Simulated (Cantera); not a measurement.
Feed: 1 mol SiHCl₃, 0.37 mol HCl, 20 mol H₂, equilibrated at 170000 Pa.

Equilibrium computed with Cantera from the NASA thermochemical tables; the gas is ideal and each condensed phase is pure. Candidate condensed phases: Si; 19 gas species. The numbers say what is thermodynamically allowed, not how fast it happens.

Task: What share of the Si ends up in condensed phases as a function of T (K), at 948, 1023, 1098, 1173, 1248, 1323, 1398, 1473, 1548, 1623?

Result: 
| T (K) | Si condensed (%) | as |
|---|---|---|
| 948 | 4.6 | Si(s) |
| 1023 | 7.0 | Si(s) |
| 1098 | 10.3 | Si(s) |
| 1173 | 14.6 | Si(s) |
| 1248 | 19.4 | Si(s) |
| 1323 | 23.8 | Si(s) |
| 1398 | 26.9 | Si(s) |
| 1473 | 28.6 | Si(s) |
| 1548 | 28.9 | Si(s) |
| 1623 | 28.6 | Si(s) |
